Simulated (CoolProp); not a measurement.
Vapour-liquid equilibrium of R22 (1) + R113 (2) at 6.95 °C; x and y are mole fractions of (1).

The numbers come from the multi-fluid Helmholtz-energy mixture model, Kamei 1995 and Marx 1992; pair parameters Bell 2016 in CoolProp.

Problem. Give the bubble pressure and the first vapour's composition at x = 0.35, 0.5, 0.65. Is there an azeotrope?

Solution. x = 0.35: 0.2643 MPa, y = 0.941; x = 0.5: 0.3524 MPa, y = 0.963; x = 0.65: 0.4299 MPa, y = 0.975. No azeotrope shows between x = 0.05 and 0.95.

Pair parameters are fitted to limited data, so mixtures are less certain than the pure fluids.
